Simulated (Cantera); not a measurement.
**Premixed flame**

A freely propagating, adiabatic, planar premixed flame of 5.60 % CH4, 7.84 % H2, 18.2 % O2, 68.3 % N2, equivalence ratio 0.83, unburnt at 348 K and 3.36 atm; multicomponent+Soret transport, grid criteria slope 0.08 and curve 0.16, no radiation.

Computed with Cantera and GRI-Mech 3.0 (53 species, 325 reactions). Burning velocities carry a grid error of a few per cent, more on coarse grids.

| z (mm) | T (K) | u (m/s) | x CH4 | x H2 | x O2 | x O | x H2O | x C2H2 |
|---|---|---|---|---|---|---|---|---|
| -0.442 | 348 | 0.402 | 0.0561 | 0.0766 | 0.182 | <1e-8 | 8.55e-6 | <1e-8 |
| -0.295 | 350 | 0.401 | 0.0563 | 0.0710 | 0.184 | <1e-8 | 0.000194 | <1e-8 |
| -0.221 | 359 | 0.409 | 0.0562 | 0.0630 | 0.185 | <1e-8 | 0.00129 | 1.40e-8 |
| -0.147 | 425 | 0.478 | 0.0536 | 0.0483 | 0.184 | <1e-8 | 0.00912 | 1.74e-7 |
| -0.0737 | 834 | 0.933 | 0.0383 | 0.0310 | 0.156 | 2.65e-6 | 0.0555 | 2.22e-6 |
| -0.0369 | 1245 | 1.40 | 0.0217 | 0.0231 | 0.118 | 7.60e-5 | 0.102 | 5.80e-6 |
| 0 | 1634 | 1.84 | 0.00511 | 0.0147 | 0.0759 | 0.000749 | 0.150 | 1.14e-5 |
| 0.0369 | 1816 | 2.05 | 0.000319 | 0.00796 | 0.0521 | 0.00209 | 0.172 | 1.94e-6 |
| 0.0737 | 1897 | 2.13 | 1.12e-5 | 0.00536 | 0.0443 | 0.00230 | 0.178 | 5.86e-8 |
| 0.147 | 1985 | 2.22 | 2.27e-8 | 0.00368 | 0.0394 | 0.00166 | 0.183 | <1e-8 |
| 0.295 | 2056 | 2.29 | <1e-8 | 0.00207 | 0.0365 | 0.000858 | 0.188 | <1e-8 |
| 0.590 | 2097 | 2.33 | <1e-8 | 0.000936 | 0.0351 | 0.000374 | 0.191 | <1e-8 |
| 1.18 | 2114 | 2.35 | <1e-8 | 0.000470 | 0.0346 | 0.000193 | 0.193 | <1e-8 |
x: mole fraction of selected species; z is measured from the peak of heat release.

```yaml
laminar_burning_velocity: 40.2 cm/s
thermal_thickness: 0.147 mm
peak x(O): 0.00234
peak x(C2H2): 1.15e-5
grid_points: 150
```
